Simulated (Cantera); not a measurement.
Standard-state values (1 bar) from the NASA 1993 polynomials, evaluated with Cantera. Values are per mole of reaction as written; species without (g) are pure solids or liquids, kept so even where they would boil at 1 bar.

Task: Between 300 and 1525 K, where is each reaction favourable under standard conditions?
- 3 HCl(g) + N(g) + Ti → NH₃(g) + TiCl₃(g)

Result: 
- 3 HCl(g) + N(g) + Ti → NH₃(g) + TiCl₃(g): ΔG° is -710 kJ at 300 K and -405 kJ at 1525 K; it stays negative (K > 1). ΔH° is -795 kJ and ΔS° -256 J/K at 1525 K.
